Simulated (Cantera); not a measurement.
A perfectly stirred reactor is fed with 26.7 % N₂O, 1.25 % H₂, 72.1 % N₂, at 0.00710 bar; it is held at 1325 K, and followed from long to short residence time.

Computed with Cantera and GRI-Mech 3.0 (53 species, 325 reactions). GRI-Mech 3.0 was tuned for natural gas; its chemistry of N2O as a main component is partial and can be far from experiment. Radical loss at walls, strong at low pressure, is not modelled. The mechanism lacks the step 2 NO + O2 → 2 NO2, which can matter for NO2 below about 1400 K. The temperature is held fixed by assumption; the heat of reaction is taken as removed at once.

Problem. Predict: x(N₂O) at τ = 0.550 s; x(H₂) at τ = 0.550 s; x(NO) at τ = 0.550 s; x(N₂) at τ = 0.550 s; x(H₂O₂) at τ = 0.550 s; x(N₂O) at τ = 11.0 ms; x(H₂) at τ = 11.0 ms; x(NO) at τ = 11.0 ms; x(N₂) at τ = 11.0 ms; x(H₂O₂) at τ = 11.0 ms.

Solution. 
| Item | Value |
|---|---|
| x(N₂O) at τ = 0.550 s | 0.250 |
| x(H₂) at τ = 0.550 s | 0.00151 |
| x(NO) at τ = 0.550 s | 0.000846 |
| x(N₂) at τ = 0.550 s | 0.735 |
| x(H₂O₂) at τ = 0.550 s | 8.92e-9 |
| x(N₂O) at τ = 11.0 ms | 0.266 |
| x(H₂) at τ = 11.0 ms | 0.0118 |
| x(NO) at τ = 11.0 ms | 3.06e-5 |
| x(N₂) at τ = 11.0 ms | 0.721 |
| x(H₂O₂) at τ = 11.0 ms | 6.86e-9 |
